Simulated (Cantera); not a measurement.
Charge: 1 mol Fe₃O₄, 4.1 mol H₂, at 2198 K and 0.000210 bar.

Cantera equilibrium calculation (NASA polynomials, part measured and part estimated; ideal gas, pure solids and liquids). Candidate condensed phases: Fe, FeO, Fe(OH)₂, Fe(OH)₃, Fe₂O₃, Fe₃O₄, H₂O; 12 gas species. Rates play no part.

Base state: Fe 0.328, H₂O 0.285, H 0.128, H₂ 0.112, OH 0.0456, O₂ 0.0394, O 0.0366, FeO 0.0257 (mole fractions); condensed: gas only.

**Question.** What changes in the equilibrium state with this change: temperature from 2198 K to 1075 K?

**Answer.** 
```csv
species,before,after
H₂,0.112,0.756
H₂O,0.285,0.244
H,0.128,8.81e-7
Fe,0.328,1.42e-9
OH,0.0456,1.08e-9
O₂,0.0394,<1e-9
O,0.0366,<1e-9
FeO,0.0257,<1e-9
Fe(OH)₂,3.37e-5,1.25e-8
"FeO(s), mol",0,3.00
```
The tables' stoichiometric FeO is somewhat more stable than real wüstite, so its field is too wide. FeO: taken at fixed stoichiometry.
